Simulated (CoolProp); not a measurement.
Computed with CoolProp (reference Helmholtz-energy equation of state, Schroeder 2014).

### Question
For ethanol, give the phase and the cp (kJ/(kg K)), Joule-Thomson coefficient (K/MPa), viscosity (µPa s), Prandtl number at 125.25 °C and 1.09 MPa; 246.25 °C and 0.0161 MPa.

### Answer
- 125.25 °C and 1.09 MPa: liquid; cp 3.49, Joule-Thomson coefficient -0.103, viscosity 235, Prandtl number 5.55
- 246.25 °C and 0.0161 MPa: gas; cp 2.14, Joule-Thomson coefficient 9.64, viscosity 15.3, Prandtl number 0.811

Viscosity comes from a separate model (Kiselev 2005). Thermal conductivity comes from a separate model (Assael 2013).
